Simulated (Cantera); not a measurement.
Source: NASA polynomial tables (part measured, part estimated), evaluated in Cantera. Values are per mole of reaction as written; species without (g) are pure solids or liquids, kept so even where they would boil at 1 bar.

V2O4 + 2 OH(g) = H2O(g) + V2O5

```tsv
T (K)	ΔH° (kJ)	ΔS° (J/K)	ΔG° (kJ)	log10 K	condensed phases
1598	-387.3	-112.2	-208.0	6.80	V2O4(s), V2O5(l)
1748	-387.7	-112.4	-191.2	5.71	V2O4(s), V2O5(l)
1898	-503.3	-176.0	-169.2	4.66	V2O4(l), V2O5(l)
2048	___	___	___	___	V2O4(l), V2O5(l)
2198	___	___	___	___	V2O4(l), V2O5(l)
2348	-521.4	-184.6	-88.0	1.96	V2O4(l), V2O5(l)
2498	-527.4	-187.0	-60.1	1.26	V2O4(l), V2O5(l)
2648	-533.4	-189.4	-31.9	0.63	V2O4(l), V2O5(l)
2798	-539.3	-191.6	-3.3	0.06	V2O4(l), V2O5(l)
```

Q: Some entries are withheld; supply them.

A: 
- 2048, ΔH° (kJ): -509.3
- 2048, ΔS° (J/K): -179.1
- 2048, ΔG° (kJ): -142.6
- 2048, log10 K: 3.64
- 2198, ΔH° (kJ): -515.4
- 2198, ΔS° (J/K): -181.9
- 2198, ΔG° (kJ): -115.5
- 2198, log10 K: 2.74
